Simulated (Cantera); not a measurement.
Charge: 1 mol Hg, 0.052 mol H2, 1.7 mol N2, equilibrated at 452 °C and 5.70 bar.

Cantera equilibrium calculation (NASA polynomials, part measured and part estimated; ideal gas, pure solids and liquids). Candidate condensed phases: Hg; 10 gas species. Equilibrium is a limit: real reactors are often held back by kinetics, nucleation or transport.

Base state: N2 0.618, Hg 0.363, H2 0.0188, NH3 7.90e-5 (mole fractions); condensed: gas only.

Q: What changes in the equilibrium state with this change: H2 from 0.052 to 0.68 mol?

A: 
| species | before | after |
|---|---|---|
| N2 | 0.618 | 0.503 |
| Hg | 0.363 | 0.297 |
| H2 | 0.0188 | 0.198 |
| NH3 | 7.90e-5 | 0.00244 |
